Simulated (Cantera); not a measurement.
A Cantera script and its output.

```python
import numpy as np
import cantera as ct

gas = ct.Solution("gri30.yaml")


def delay(T, t_max=10):
    gas.TPX = T, 120000, {'CH4': 1, 'C2H6': 0.063, 'C3H8': 0.46, 'O2': 11, 'N2': 44.1}
    reactor = ct.IdealGasReactor(gas, clone=False)
    net = ct.ReactorNet([reactor])
    net.rtol, net.atol = 1e-8, 1e-16
    while net.time < t_max:
        t_old, T_old = net.time, reactor.T
        net.step()
        if reactor.T > T + 400:  # ignition: a rise of 400 K
            return t_old + (T + 400 - T_old) / (reactor.T - T_old) * (net.time - t_old)
    return np.nan


taus = []
for T in [1175, 1225, 1275, 1325, 1375, 1425, 1475, 1525, 1575]:
    taus.append(delay(T))
    print(f"T0 = {T:6g} K   tau = {taus[-1]:.4e} s")
```

It prints:

```
T0 =   1175 K   tau = 7.7648e-03 s
T0 =   1225 K   tau = 3.0838e-03 s
T0 =   1275 K   tau = 1.3176e-03 s
T0 =   1325 K   tau = 6.1233e-04 s
T0 =   1375 K   tau = 3.1057e-04 s
T0 =   1425 K   tau = 1.7161e-04 s
T0 =   1475 K   tau = 1.0271e-04 s
T0 =   1525 K   tau = 6.6018e-05 s
T0 =   1575 K   tau = 4.5129e-05 s
```

Detailed kinetics in Cantera: GRI-Mech 3.0 (53 species, 325 reactions). GRI-Mech 3.0 was tuned for natural gas; its chemistry of propane as a main component is partial and can be far from experiment.
